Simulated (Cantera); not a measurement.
## Fluorocarbon and chlorocarbon gases: CF₄ + H₂

Feed: 1 mol CF₄, a varied amount of H₂, at 2798 K and 10.0 mbar.

Cantera equilibrium calculation (NASA polynomials, part measured and part estimated; ideal gas, pure solids and liquids). Candidate condensed phases: C, C₆H₆, C₇H₈, C₈H₁₈; 95 gas species. Kinetics and transport are ignored.

```json
[
 {"n(H₂) (mol)": "1.2", "x HF": "0.602", "x F": "0.343", "x H": "0.00484", "x H₂": "3.56e-5", "x CF": "0.0252", "x CF₂": "0.0206", "x C₂H₂ (acetylene)": "1.18e-6", "x C₃": "0.00308", "n C(graphite)": "0.776"},
 {"n(H₂) (mol)": "1.5", "x HF": "0.737", "x F": "0.224", "x H": "0.00908", "x H₂": "0.000125", "x CF": "0.0165", "x CF₂": "0.00880", "x C₂H₂ (acetylene)": "4.14e-6", "x C₃": "0.00308", "n C(graphite)": "0.855"},
 {"n(H₂) (mol)": "1.9", "x HF": "0.880", "x F": "0.0759", "x H": "0.0320", "x H₂": "0.00155", "x CF": "0.00559", "x CF₂": "0.00101", "x C₂H₂ (acetylene)": "5.14e-5", "x C₃": "0.00308", "n C(graphite)": "0.927"},
 {"n(H₂) (mol)": "2.4", "x HF": "0.818", "x F": "0.0172", "x H": "0.131", "x H₂": "0.0261", "x CF": "0.00127", "x CF₂": "5.18e-5", "x C₂H₂ (acetylene)": "0.000866", "x C₃": "0.00308", "n C(graphite)": "0.929"},
 {"n(H₂) (mol)": "3", "x HF": "0.697", "x F": "0.00891", "x H": "0.216", "x H₂": "0.0706", "x CF": "0.000656", "x CF₂": "1.39e-5", "x C₂H₂ (acetylene)": "0.00234", "x C₃": "0.00308", "n C(graphite)": "0.898"},
 {"n(H₂) (mol)": "3.9", "x HF": "0.569", "x F": "0.00543", "x H": "0.289", "x H₂": "0.127", "x CF": "0.000400", "x CF₂": "5.17e-6", "x C₂H₂ (acetylene)": "0.00419", "x C₃": "0.00308", "n C(graphite)": "0.846"},
 {"n(H₂) (mol)": "4.9", "x HF": "0.474", "x F": "0.00387", "x H": "0.338", "x H₂": "0.173", "x CF": "0.000285", "x CF₂": "2.62e-6", "x C₂H₂ (acetylene)": "0.00573", "x C₃": "0.00308", "n C(graphite)": "0.786"}
]
```
x: gas mole fraction; n: condensed amount in mol.

From 1.2 mol H₂ to 4.9 mol H₂ the condensed part is C(graphite). The main C-bearing gas is CF at 1.2 mol H₂ and C₂H₂ (acetylene) at 4.9 mol H₂. The share of C in condensed phases is highest at 2.4 mol H₂ (92.9 %) and lowest at 1.2 mol H₂ (77.6 %).
